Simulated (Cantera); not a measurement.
# Catalytic stagnation flow on Pt

A jet of CH4 : O2 : N2 = 0.029 : 0.062 : 0.79 (molar parts), equivalence ratio 0.94 at 300 K and 0.326 atm hits a platinum plate 9.9 cm away at a mass flux of 0.048 kg/m²/s; the plate temperature is set and raised in steps from an oxygen-covered start.

Detailed kinetics in Cantera: Deutschmann's 1995 Pt surface mechanism with GRI-Mech 3.0 gas chemistry. Catalytic surfaces can have several steady states; this one follows from the mechanism file's or the stated starting coverage.

```tsv
plate T (K)	wall x CH4	wall x O2	wall x H2O	wall x OH	wall x CO	wall x CO2	θ free Pt	θ O*	θ OH*
900	0.00543	0.0121	0.0511	2.20e-8	2.40e-6	0.0338	0.253	0.744	0.00373
950	0.00265	0.00631	0.0561	5.67e-8	1.78e-6	0.0372	0.365	0.632	0.00354
1000	0.00159	0.00410	0.0580	1.35e-7	1.57e-6	0.0384	0.468	0.529	0.00310
1050	0.00110	0.00310	0.0587	2.97e-7	1.56e-6	0.0390	0.560	0.438	0.00263
1100	0.000841	0.00258	0.0591	6.06e-7	1.68e-6	0.0392	0.640	0.358	0.00219
1150	0.000686	0.00232	0.0593	1.15e-6	1.93e-6	0.0394	0.708	0.290	0.00180
1200	0.000590	0.00221	0.0593	2.07e-6	2.30e-6	0.0394	0.765	0.234	0.00148
1250	0.000528	0.00222	0.0593	3.54e-6	2.84e-6	0.0393	0.811	0.188	0.00121
```
x: mole fraction at the wall; θ: surface coverage.
